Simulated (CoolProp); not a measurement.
Vapour-liquid equilibrium of acetone (1) + n-dodecane (2) at 0.0486 MPa; x and y are mole fractions of (1).

Values from CoolProp's multi-fluid Helmholtz-energy mixture model, Lemmon 2006 and Lemmon 2004; pair parameters Bell 2016.

Problem. Give the bubble temperature and the first vapour's composition at x = 0.425, 0.65, 0.875. Is there an azeotrope?

Solution. x = 0.425: 315.2 K, y = 0.999; x = 0.65: 313.5 K, y = 0.999; x = 0.875: 311.9 K, y = 0.999. No azeotrope shows between x = 0.05 and 0.95.

The pair parameters rest on a limited set of measurements; away from them the model extrapolates. With so large a gap from Raoult's law the liquid may split in two, which this calculation doesn't test in full.
